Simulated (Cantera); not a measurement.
Equilibrium for roasting and sulfation: FeS + SO2 + CO2

Feed: 1 mol FeS, 0.5 mol SO2, 0.19 mol CO2, held at 100 Torr.

Equilibrium computed with Cantera from the NASA thermochemical tables; the gas is ideal and each condensed phase is pure. Candidate condensed phases: C, Fe, Fe(CO)5, FeO, FeS, FeSO4, FeS2, Fe2O3, Fe2(SO4)3, Fe3O4, S; 25 gas species. Metal and sulfide melt together well below either melting point, which pure phases cannot show. Mutual solubility and eutectic melting of coexisting phases are not modelled. The tables' stoichiometric FeO is somewhat more stable than real wüstite, so its field is too wide. FeO, FeS: taken at fixed stoichiometry. Gases not in the tables: S3 to S7. Kinetics and transport are ignored.

```
T (K)  x SO2  x CO2     x S2      x CO      x SO     x S2O     x COS  n FeS2(s)  n Fe3O4(s)  n FeS(s)  n FeO(s)  n FeS(l)
-----  -----  -----  -------  --------  --------  --------  --------  ---------  ----------  --------  --------  --------
825    0.563  0.430  0.00559   4.02e-5   1.00e-6  0.000597   4.77e-5      0.623       0.126         0         0         0
925    0.705  0.274   0.0189  0.000155   1.04e-5   0.00157   8.08e-5          0     0.00559     0.983         0         0
1025   0.693  0.273   0.0307  0.000640   5.43e-5   0.00213  0.000135          0     0.00905     0.973         0         0
1125   0.679  0.270   0.0457   0.00204  0.000211   0.00272  0.000206          0      0.0135     0.959         0         0
1225   0.661  0.266   0.0634   0.00533  0.000653   0.00332  0.000290          0      0.0189     0.943         0         0
1325   0.642  0.258   0.0829    0.0118   0.00169   0.00389  0.000381          0      0.0252     0.924         0         0
1425   0.599  0.236    0.131    0.0239   0.00397   0.00518  0.000552          0           0     0.862     0.138         0
1525   0.555  0.212    0.177    0.0417   0.00805   0.00610  0.000689          0           0         0     0.193     0.807
1625   0.518  0.184    0.212    0.0636    0.0147   0.00662  0.000753          0           0         0     0.241     0.759
```
x: gas mole fraction; n: condensed amount in mol.

At 825 K the condensed part is FeS2(s) + Fe3O4(s). From 925 K to 1325 K the condensed part is FeS(s) + Fe3O4(s). At 1425 K the condensed part is FeO(s) + FeS(s). From 1525 K to 1625 K the condensed part is FeO(s) + FeS(l).
